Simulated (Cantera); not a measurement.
Charge: 1 mol Ca(OH)₂, 0.09 mol C, 0.067 mol O₂, at 0.000120 bar.

Equilibrium computed with Cantera from the NASA thermochemical tables; the gas is ideal and each condensed phase is pure. Candidate condensed phases: C, C₆H₆, C₇H₈, C₈H₁₈, Ca, CaCO₃, CaO, Ca(OH)₂, H₂O; 115 gas species. Rates play no part.

x: gas mole fraction; n: condensed amount in mol.

```json
[
 {"T (K)": "598", "x H₂O": "0.954", "x CO₂": "0.000372", "x H₂": "0.0460", "x O₂": "<1e-12", "x CO": "6.17e-7", "x OH": "<1e-12", "x H": "<1e-12", "n CaCO₃(calcite)": "0.0896", "n CaO(s)": "0.910"},
 {"T (K)": "698", "x H₂O": "0.900", "x CO₂": "0.0571", "x H₂": "0.0431", "x O₂": "<1e-12", "x CO": "0.000285", "x OH": "<1e-12", "x H": "<1e-12", "n CaCO₃(calcite)": "0.0291", "n CaO(s)": "0.971"},
 {"T (K)": "798", "x H₂O": "0.876", "x CO₂": "0.0817", "x H₂": "0.0413", "x O₂": "<1e-12", "x CO": "0.000900", "x OH": "<1e-12", "x H": "4.94e-11", "n CaCO₃(calcite)": "0", "n CaO(s)": "1.00"},
 {"T (K)": "898", "x H₂O": "0.877", "x CO₂": "0.0810", "x H₂": "0.0406", "x O₂": "<1e-12", "x CO": "0.00161", "x OH": "4.00e-11", "x H": "2.01e-9", "n CaCO₃(calcite)": "0", "n CaO(s)": "1.00"},
 {"T (K)": "998", "x H₂O": "0.878", "x CO₂": "0.0801", "x H₂": "0.0397", "x O₂": "<1e-12", "x CO": "0.00250", "x OH": "1.88e-9", "x H": "3.91e-8", "n CaCO₃(calcite)": "0", "n CaO(s)": "1.00"},
 {"T (K)": "1098", "x H₂O": "0.879", "x CO₂": "0.0791", "x H₂": "0.0387", "x O₂": "6.76e-12", "x CO": "0.00351", "x OH": "4.44e-8", "x H": "4.44e-7", "n CaCO₃(calcite)": "0", "n CaO(s)": "1.00"},
 {"T (K)": "1198", "x H₂O": "0.880", "x CO₂": "0.0780", "x H₂": "0.0376", "x O₂": "6.76e-10", "x CO": "0.00456", "x OH": "6.22e-7", "x H": "3.37e-6", "n CaCO₃(calcite)": "0", "n CaO(s)": "1.00"},
 {"T (K)": "1298", "x H₂O": "0.881", "x CO₂": "0.0770", "x H₂": "0.0366", "x O₂": "3.39e-8", "x CO": "0.00561", "x OH": "5.83e-6", "x H": "1.87e-5", "n CaCO₃(calcite)": "0", "n CaO(s)": "1.00"},
 {"T (K)": "1398", "x H₂O": "0.882", "x CO₂": "0.0759", "x H₂": "0.0356", "x O₂": "9.84e-7", "x CO": "0.00662", "x OH": "3.98e-5", "x H": "8.15e-5", "n CaCO₃(calcite)": "0", "n CaO(s)": "1.00"},
 {"T (K)": "1498", "x H₂O": "0.882", "x CO₂": "0.0750", "x H₂": "0.0346", "x O₂": "___", "x CO": "___", "x OH": "___", "x H": "___", "n CaCO₃(calcite)": "0", "n CaO(s)": "1.000"},
 {"T (K)": "1598", "x H₂O": "0.881", "x CO₂": "0.0739", "x H₂": "0.0341", "x O₂": "___", "x CO": "___", "x OH": "___", "x H": "___", "n CaCO₃(calcite)": "0", "n CaO(s)": "1.000"},
 {"T (K)": "1698", "x H₂O": "0.874", "x CO₂": "0.0720", "x H₂": "0.0361", "x O₂": "0.00189", "x CO": "0.0101", "x OH": "0.00312", "x H": "0.00251", "n CaCO₃(calcite)": "0", "n CaO(s)": "1.000"},
 {"T (K)": "1798", "x H₂O": "0.849", "x CO₂": "0.0674", "x H₂": "0.0456", "x O₂": "0.00807", "x CO": "0.0138", "x OH": "0.00840", "x H": "0.00686", "n CaCO₃(calcite)": "0", "n CaO(s)": "1.000"},
 {"T (K)": "1898", "x H₂O": "0.795", "x CO₂": "0.0589", "x H₂": "0.0650", "x O₂": "0.0205", "x CO": "0.0202", "x OH": "0.0182", "x H": "0.0182", "n CaCO₃(calcite)": "0", "n CaO(s)": "1.000"}
]
```

Question: What belongs in the gaps?

Answer: 
- 1598, x O₂: 0.000234
- 1598, x CO: 0.00856
- 1598, x OH: 0.000903
- 1598, x H: 0.000897
- 1498, x O₂: 1.84e-5
- 1498, x CO: 0.00758
- 1498, x OH: 0.000211
- 1498, x H: 0.000292
